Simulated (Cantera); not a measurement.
Input: 1 mol SiH4, 0.0052 mol Cl2, 12 mol N2, held at 1750 K and 1.33 mbar.

Cantera equilibrium calculation (NASA polynomials, part measured and part estimated; ideal gas, pure solids and liquids). Candidate condensed phases: NH4Cl, Si, Si3N4; 28 gas species. The tables' values for SiN are old estimates; treat these amounts as uncertain. Rates play no part.

Base state: N2 0.855, H2 0.141, H 0.00239, Si 0.00113, HCl 0.000700, Si2N 3.33e-5, SiH 2.04e-5, SiN 1.96e-5 (mole fractions); condensed: Si(l).

Question: What changes in the equilibrium state with this change: pressure from 1.33 mbar to 0.430 bar?

Answer: 
```json
[
 {"species": "N2", "before": "0.855", "after": "0.850"},
 {"species": "H2", "before": "0.141", "after": "0.149"},
 {"species": "HCl", "before": "0.000700", "after": "0.000778"},
 {"species": "H", "before": "0.00239", "after": "0.000137"},
 {"species": "SiCl2", "before": "1.15e-5", "after": "6.41e-7"},
 {"species": "Si2N", "before": "3.33e-5", "after": "4.21e-9"},
 {"species": "Si", "before": "0.00113", "after": "1.66e-7"},
 {"species": "SiN", "before": "1.96e-5", "after": "5.18e-8"},
 {"species": "SiH", "before": "2.04e-5", "after": "5.58e-8"},
 {"species": "Si(l), mol", "before": "0.982", "after": "0"},
 {"species": "Si3N4(s), mol", "before": "0", "after": "0.333"}
]
```
